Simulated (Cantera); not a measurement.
An isothermal, constant-pressure homogeneous reactor starts with N2O : N2 = 1 : 7.6 (molar parts), at 1125 K and 0.133 bar. Integrator tolerance rtol = 1e-08.

Computed with Cantera and GRI-Mech 3.0 (53 species, 325 reactions). GRI-Mech 3.0 was tuned for natural gas; its chemistry of N2O as a main component is partial and can be far from experiment. The mechanism lacks the step 2 NO + O2 → 2 NO2, which can matter for NO2 below about 1400 K. The temperature is held fixed by assumption; the heat of reaction is taken as removed at once.

Question: What does this change do: temperature 1125 to 1500 K?

Answer: 
| quantity | before | after |
|---|---|---|
| x(N2O) at 60.0 s | 0.0397 (gas-phase equilibrium 1.76e-9) | 2.20e-7 (gas-phase equilibrium 1.68e-8) |
| x(O) at 60.0 s | 4.45e-7 (gas-phase equilibrium 2.98e-9) | 2.30e-6 (gas-phase equilibrium 2.61e-6) |
| x(NO) at 60.0 s | 0.00539 (gas-phase equilibrium 5.98e-5) | 0.0256 (gas-phase equilibrium 0.000686) |
| x(NO2) at 60.0 s | 9.40e-6 (gas-phase equilibrium 2.76e-7) | 2.23e-5 (gas-phase equilibrium 6.82e-7) |
| x(O2) at 60.0 s | 0.0335 (gas-phase equilibrium 0.0549) | 0.0421 (gas-phase equilibrium 0.0546) |
| x(N2) at 60.0 s | 0.921 (gas-phase equilibrium 0.945) | 0.932 (gas-phase equilibrium 0.945) |

Question: What does this change do: N2 7.6 to 0.98 parts?

Answer: 
| quantity | before | after |
|---|---|---|
| x(N2O) at 60.0 s | 0.0397 (gas-phase equilibrium 1.76e-9) | 0.154 (gas-phase equilibrium 2.85e-9) |
| x(O) at 60.0 s | 4.45e-7 (gas-phase equilibrium 2.98e-9) | 4.45e-7 (gas-phase equilibrium 5.71e-9) |
| x(NO) at 60.0 s | 0.00539 (gas-phase equilibrium 5.98e-5) | 0.0209 (gas-phase equilibrium 0.000105) |
| x(NO2) at 60.0 s | 9.40e-6 (gas-phase equilibrium 2.76e-7) | 3.75e-5 (gas-phase equilibrium 9.32e-7) |
| x(O2) at 60.0 s | 0.0335 (gas-phase equilibrium 0.0549) | 0.130 (gas-phase equilibrium 0.202) |
| x(N2) at 60.0 s | 0.921 (gas-phase equilibrium 0.945) | 0.696 (gas-phase equilibrium 0.798) |
